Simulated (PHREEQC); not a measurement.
Acid mine or pickling water: an equilibrium model

Model water analysis in mg/L, 60 °C, pH 3.18, pe 11.6: Na 162; K 8.58; Ca 60.4; Mg 72.7; Cl 213; S(6) as SO4 567; Mn(2) 10.8; Zn 27; B 0.0188.

Valence states are taken as typed.

All values are PHREEQC results (ion-association model, wateq4f.dat), not measurements.

```yaml
ionic_strength: 0.0217 mol/kgw
total_alkalinity: -1.12 meq/kg
charge_balance_error: 2.7 %
```

```tsv
species	molality	activity	log γ
Na+	0.00697	0.00599	-0.066
Cl-	0.00600	0.00513	-0.068
SO4-2	0.00379	0.00209	-0.259
Mg+2	0.00185	0.00105	-0.249
Ca+2	0.00115	0.000640	-0.254
MgSO4	0.00114	0.00115	0.002
H+	0.000751	0.000661	-0.056
HSO4-	0.000367	0.000316	-0.066
CaSO4	0.000356	0.000357	0.002
Zn+2	0.000296	0.000167	-0.248
```

Precipitation was switched off in this run. At this temperature some constants are extrapolated from 25 °C, and those without enthalpy data are left unchanged.
